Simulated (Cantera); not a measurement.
Charge: 1 mol SiH2Cl2, 0.11 mol NO, 77 mol H2, 0.099 mol O2, at 1923.15 K and 1.33 mbar.

Cantera equilibrium calculation (NASA polynomials, part measured and part estimated; ideal gas, pure solids and liquids). The tables' values for SiCl are old estimates; treat these amounts as uncertain. Gases not in the tables: Si2H6 and higher silanes. Equilibrium is a limit: real reactors are often held back by kinetics, nucleation or transport.

```
species    before    after
-------  --------  -------
H2          0.939    0.907
H2O       7.21e-9   0.0309
H          0.0250   0.0246
SiO       0.00380   0.0123
HCl        0.0224   0.0242
Si        0.00716  5.23e-9
SiCl2    0.000789    <1e-9
SiCl     0.000264    <1e-9
SiH      0.000207    <1e-9
OH          <1e-9  7.21e-5
SiH2      3.55e-5    <1e-9
```
Gas species are given as mole fractions.

Question: What was changed between the two runs?
A. temperature from 1923.15 K to 975 K
B. O2 from 0.099 to 1.7 mol
C. pressure from 1.33 mbar to 26.0 Pa
D. H2 from 77 to 24 mol

Answer: B, O2 from 0.099 to 1.7 mol
